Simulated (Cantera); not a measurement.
Standard-state values (1 bar) from the NASA 1993 polynomials, evaluated with Cantera. Values are per mole of reaction as written; species without (g) are pure solids or liquids, kept so even where they would boil at 1 bar.

Between 548 and 2548 K, where is each reaction favourable under standard conditions?
- NbO2(g) + N2(g) ⇌ 2 NO(g) + Nb


- NbO2(g) + N2(g) ⇌ 2 NO(g) + Nb: ΔG° is 385 kJ at 548 K and 373 kJ at 2548 K; it stays positive (K < 1). ΔH° is 406 kJ and ΔS° 13 J/K at 2548 K.
